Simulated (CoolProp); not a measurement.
A single-stage vapour-compression cycle with R22: evaporating at 207.15 K (dew point), condensing at 258.15 K (bubble point), superheat 2 K, subcooling 0 K, compressor efficiency 0.65, no pressure losses. Each further row changes one setting.

Model: reference Helmholtz-energy equation of state, Kamei 1995, in CoolProp.

| case | cooling COP | pressure ratio | discharge temperature (K) | refrigerating effect (kJ/kg) | volumetric capacity (kJ/m³) |
|---|---|---|---|---|---|
| as stated | 2.15 | 11.3 | 355.5 | 194 | 257 |
| evaporating temperature 212.15 K | 2.50 | 8.37 | 342.9 | 197 | 344 |
| condensing temperature 253.15 K | 2.43 | 9.33 | 343.4 | 200 | 265 |
| subcooling 5 K | 2.21 | 11.3 | 355.5 | 200 | 265 |
| superheat 12 K | 2.11 | 11.3 | 368.6 | 200 | 252 |
| compressor efficiency 0.55 | 1.82 | 11.3 | 377.6 | 194 | 257 |
